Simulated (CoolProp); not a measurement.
A Linde-Hampson liquefier for normal hydrogen: isothermal reversible compression at 280 K from 1 atm to 30 MPa, throttling to 1 atm, return gas leaving the recuperator 0 K below the feed. Each further row changes one setting.

The numbers come from the reference Helmholtz-energy equation of state, Leachman 2009 in CoolProp.

```json
[
 {"case": "as stated", "compression work (kJ/kg of gas)": "6790"},
 {"case": "high pressure 60 MPa", "compression work (kJ/kg of gas)": "7830"},
 {"case": "warm-end temperature 310 K", "compression work (kJ/kg of gas)": "7500"},
 {"case": "warm-end gap 5 K", "compression work (kJ/kg of gas)": "6790"}
]
```
